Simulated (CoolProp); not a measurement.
Vapour-liquid equilibrium of R143a (1) + isobutene (2) at 1.07 MPa; x and y are mole fractions of (1).

Values from CoolProp's multi-fluid Helmholtz-energy mixture model, Lemmon and Jacobsen 2000 and Lemmon 2005; pair parameters Bell 2016.

```csv
x,"bubble temperature, mixture model (°C)","bubble temperature, Raoult's law (°C)","y, mixture model","y, Raoult's law"
0.05,64.7,68.2,0.188,0.160
0.15,51.4,59.0,0.430,0.394
0.25,42.8,51.4,0.568,0.557
0.35,37.0,45.0,0.656,0.674
0.45,32.8,39.5,0.719,0.762
0.55,29.4,34.7,0.771,0.829
0.65,26.6,30.5,0.818,0.882
0.75,24.1,26.7,0.865,0.925
0.85,21.8,23.3,0.915,0.959
0.95,19.8,20.2,0.970,0.988
```

The largest gap from Raoult's law is -8.6 K in bubble temperature, at x = 0.25. No azeotrope shows between x = 0.05 and 0.95.

The pair parameters rest on a limited set of measurements; away from them the model extrapolates.
